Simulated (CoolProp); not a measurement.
Vapour-liquid equilibrium of R152A (1) + R113 (2) at 38.35 °C; x and y are mole fractions of (1).

The numbers come from the multi-fluid Helmholtz-energy mixture model, Outcalt 1996 and Marx 1992; pair parameters Bell 2016 in CoolProp.

| x | bubble pressure (kPa) | y at the bubble point | dew pressure at overall composition x (kPa) | liquid density (mol/L) |
|---|---|---|---|---|
| 0.05 | 147.0 | 0.506 | 77.66 | 8.329 |
| 0.125 | 246.4 | 0.715 | 84.22 | 8.576 |
| 0.2 | 332.8 | 0.797 | 91.98 | 8.835 |
| 0.275 | 406.7 | 0.841 | 101.3 | 9.108 |
| 0.35 | 469.6 | 0.869 | 112.7 | 9.396 |
| 0.425 | 523.6 | 0.888 | 126.9 | … |
| 0.5 | 570.8 | 0.904 | 145.2 | 10.03 |
| 0.575 | 613.6 | … | 169.6 | 10.37 |
| 0.65 | … | 0.929 | … | 10.75 |
| 0.725 | 694.8 | … | … | 11.16 |
| 0.8 | 737.0 | 0.954 | … | 11.61 |
| 0.875 | 782.7 | 0.968 | 485.6 | 12.11 |
| 0.95 | 833.0 | 0.986 | 725.7 | 12.67 |

Task: Some entries are withheld; supply them.

Result: 
- 0.425, liquid density (mol/L): 9.701
- 0.575, y at the bubble point: 0.917
- 0.65, bubble pressure (kPa): 654.2
- 0.65, dew pressure at overall composition x (kPa): 203.6
- 0.725, y at the bubble point: 0.941
- 0.725, dew pressure at overall composition x (kPa): 254.2
- 0.8, dew pressure at overall composition x (kPa): 336.5

No azeotrope shows between x = 0.05 and 0.95.

Pair parameters are fitted to limited data, so mixtures are less certain than the pure fluids.
